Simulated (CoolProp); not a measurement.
A closed Brayton cycle with carbon dioxide: compressor inlet 328.15 K and 8.9 MPa, high pressure 20.7 MPa, turbine inlet 905 K, compressor efficiency 0.85, turbine efficiency 0.9, recuperator effectiveness 0 (on enthalpy, no pinch check). Each further row changes one setting.

Values from CoolProp's reference Helmholtz-energy equation of state, Span 1996.

| case | thermal efficiency (%) | net work (kJ/kg) | compressor to turbine work | compressor exit (K) | turbine exit (K) |
|---|---|---|---|---|---|
| as stated | 12.4 | 82.5 | 0.33 | 397.0 | 797.4 |
| turbine inlet 855 K | 12.5 | 75.1 | ___ | 397.0 | 751.2 |
| compressor inlet 338.15 K | 12.1 | 76.9 | ___ | 412.8 | 797.4 |
| high pressure 17.6 MPa | 10.2 | ___ | ___ | 383.5 | 817.5 |
| recuperator effectiveness 0.5 | ___ | 82.5 | 0.33 | 397.0 | 797.4 |

Q: Fill in the missing entries.

A: 
- turbine inlet 855 K, compressor to turbine work: 0.36
- compressor inlet 338.15 K, compressor to turbine work: 0.38
- high pressure 17.6 MPa, net work (kJ/kg): 69.0
- high pressure 17.6 MPa, compressor to turbine work: 0.32
- recuperator effectiveness 0.5, thermal efficiency (%): 19.2
